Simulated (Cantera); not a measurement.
A perfectly stirred reactor is fed with 47.6 % NO, 52.4 % N₂, at 100.0 Torr; it is held at 1700 K, and followed from long to short residence time.

Computed with Cantera and GRI-Mech 3.0 (53 species, 325 reactions).

### Question
Predict: x(NO) at τ = 16.0 s; x(O₂) at τ = 16.0 s; x(NO₂) at τ = 16.0 s; x(N₂) at τ = 16.0 s; x(O) at τ = 16.0 s; x(NO) at τ = 54.0 ms; x(O₂) at τ = 54.0 ms; x(NO₂) at τ = 54.0 ms; x(N₂) at τ = 54.0 ms; x(O) at τ = 54.0 ms.

### Answer
| Quantity | Value |
|---|---|
| x(NO) at τ = 16.0 s | 0.403 |
| x(O₂) at τ = 16.0 s | 0.0363 |
| x(NO₂) at τ = 16.0 s | 0.000194 |
| x(N₂) at τ = 16.0 s | 0.560 |
| x(O) at τ = 16.0 s | 2.55e-5 |
| x(NO) at τ = 54.0 ms | 0.476 |
| x(O₂) at τ = 54.0 ms | 9.49e-5 |
| x(NO₂) at τ = 54.0 ms | 5.42e-5 |
| x(N₂) at τ = 54.0 ms | 0.524 |
| x(O) at τ = 54.0 ms | 7.72e-6 |
